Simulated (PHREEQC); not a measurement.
# Nickel, zinc or cadmium bath: an equilibrium model

Make-up at 25 °C: 0.021 mol/kgw ZnSO4, 0.023 mol/kgw NaCl and 0.0034 mol/kgw MnSO4. It is in equilibrium with CO2 at log p = -2 (atm). Otherwise closed; pH follows from the charge balance.

Model: ion-association model, phreeqc.dat, run in PHREEQC.

Each row changes one thing in this solution. Precipitation was switched off in this run.

```
case                                                pH  ionic strength (mol/kgw)  SO4-2 (mol/kgw)  CO2 (mol/kgw)  HCO3- (mol/kgw)  HSO4- (mol/kgw)
------------------------------------------------  ----  ------------------------  ---------------  -------------  ---------------  ---------------
as made                                           4.87                    0.0843           0.0144       0.000334          1.41e-5          9.38e-6
MnSO4 left out                                    4.87                    0.0765           0.0126       0.000334          1.39e-5          8.44e-6
temperature from 25 to 40 °C                      4.94                    0.0825           0.0141       0.000233          1.31e-5          1.09e-5
diluted 5-fold with water                         4.89                         …          0.00370       0.000339          1.35e-5          3.08e-6
0.0005 mol/kgw MnCl2 added                        4.87                    0.0854           0.0143       0.000334          1.40e-5          9.36e-6
temperature from 25 to 70 °C                      5.04                    0.0795           0.0139       0.000140          9.68e-6          1.83e-5
ZnSO4 replaced by (NH4)2SO4 at the same molality  4.99                    0.0861           0.0189       0.000334          1.85e-5          9.35e-6
NaCl left out                                     4.88                         …           0.0138       0.000336          1.38e-5          9.70e-6
```

Problem. Complete the blanks.

Solution. 
- diluted 5-fold with water, ionic strength (mol/kgw): 0.0196
- NaCl left out, ionic strength (mol/kgw): 0.0587

Complexes and solids missing from the database can't appear. Constants without temperature data keep their 25 °C values here.
